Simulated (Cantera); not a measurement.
A closed system holds: 1 mol AlI₃, 7.7 mol H₂O, 3 mol N₂, equilibrated at 1673.15 K and 13.3 mbar.

These are equilibrium values from Cantera (NASA tables, ideal gas, pure condensed phases), not measurements of a reactor. Candidate condensed phases: Al, AlI₃, AlN, Al₂O₃, H₂O, I₂; 41 gas species. Equilibrium is a limit: real reactors are often held back by kinetics, nucleation or transport.

Base state: H₂O 0.455, N₂ 0.220, I 0.207, H₂ 0.104, HI 0.0126, H 0.000318, I₂ 0.000104, OH 6.72e-5 (mole fractions); condensed: Al₂O₃(s).

Q: What changes in the equilibrium state with this change: temperature from 1673.15 K to 2025 K?

A: 
```tsv
species	before	after
H₂O	0.455	0.449
N₂	0.220	0.218
I	0.207	0.214
HI	0.0126	0.00454
H₂	0.104	0.106
O	1.67e-7	8.93e-5
O₂	3.30e-7	0.000162
NO	1.73e-6	0.000120
Al₂O₃(s), mol	0.500	0.500
```
